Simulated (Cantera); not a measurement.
Feed: 1 mol AlCl3, 7.4 mol N2O, 2.7 mol H2, equilibrated at 0.710 bar.

Method: chemical equilibrium by Gibbs-energy minimisation in Cantera with the NASA 1993 tables (ideal gas, pure condensed phases). Candidate condensed phases: Al, AlCl3, AlN, Al2O3, H2O, NH4Cl; 45 gas species. Gases not in the tables: Al(OH)3. The numbers say what is thermodynamically allowed, not how fast it happens.

Q: At 1152 °C, list the 5 most abundant gas species with their mole fractions, and the condensed phases.

A: N2 0.531, HCl 0.201, O2 0.165, H2O 0.0937, Cl2 0.00590. Condensed: Al2O3(s).
